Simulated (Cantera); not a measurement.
A closed system holds: 1 mol Fe2O3, a varied amount of HCl, 1.2 mol N2, at 1800 K and 1.00 bar.

These are equilibrium values from Cantera (NASA tables, ideal gas, pure condensed phases), not measurements of a reactor. Candidate condensed phases: Fe, FeCl2, FeCl3, FeO, Fe(OH)2, Fe(OH)3, Fe2O3, Fe3O4, H2O, NH4Cl; 37 gas species. Equilibrium is a limit: real reactors are often held back by kinetics, nucleation or transport.

### Question
At 12 mol HCl, list the 4 most abundant gas species with their mole fractions, and the condensed phases.

### Answer
HCl 0.549, H2O 0.164, FeCl2 0.139, N2 0.0875. Condensed: gas only.
